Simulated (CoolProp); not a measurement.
Vapour-liquid equilibrium of ethylene (1) + ethane (2) at 169.7 K; x and y are mole fractions of (1).

Model: multi-fluid Helmholtz-energy mixture model, Smukala 2000 and Bücker 2006; pair parameters Bell 2016, in CoolProp.

```tsv
x	bubble pressure (bar)	y at the bubble point	dew pressure at overall composition x (bar)	liquid density (mol/L)
0.05	0.4606	0.132	0.4346	18.76
0.125	0.5161	0.281	0.4584	18.86
0.2	0.5667	0.396	0.4846	18.97
0.275	0.6139	0.489	0.5135	19.08
0.35	0.6588	0.568	0.5455	19.19
0.425	0.7022	0.637	0.5808	19.30
0.5	0.7448	0.698	0.6199	19.41
0.575	0.7872	0.754	0.6631	19.53
0.65	0.8295	0.806	0.7111	19.65
0.725	0.8722	0.854	0.7645	19.77
0.8	0.9154	0.898	0.8244	19.89
0.875	0.9590	0.939	0.8923	20.01
0.95	1.003	0.977	0.9713	20.14
```

No azeotrope shows between x = 0.05 and 0.95.

Pair parameters are fitted to limited data, so mixtures are less certain than the pure fluids.
